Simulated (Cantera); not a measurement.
An isothermal plug-flow reactor at 725 K and 750 Torr (inlet), inlet velocity 5.6 m/s, active area per volume 440 1/m; feed 1.02 % CO, 10.0 % O2, 89.0 % N2.

Cantera simulation using Deutschmann's 1995 Pt surface mechanism with GRI-Mech 3.0 gas chemistry; the numbers are that mechanism's predictions, not measurements. Catalytic surfaces can have several steady states; this one follows from the mechanism file's or the stated starting coverage. Mass transfer to the wall is taken as infinitely fast.

Task: Predict: x(CO) at z = 0.06 m; x(O2) at z = 0.06 m; x(CO2) at z = 0.06 m; θ(free Pt) at the exit; θ(O*) at the exit.

Result: 
- x(CO) at z = 0.06 m: 0.00285
- x(O2) at z = 0.06 m: 0.0969
- x(CO2) at z = 0.06 m: 0.00744
- θ(free Pt) at the exit: 0.0170
- θ(O*) at the exit: 0.982
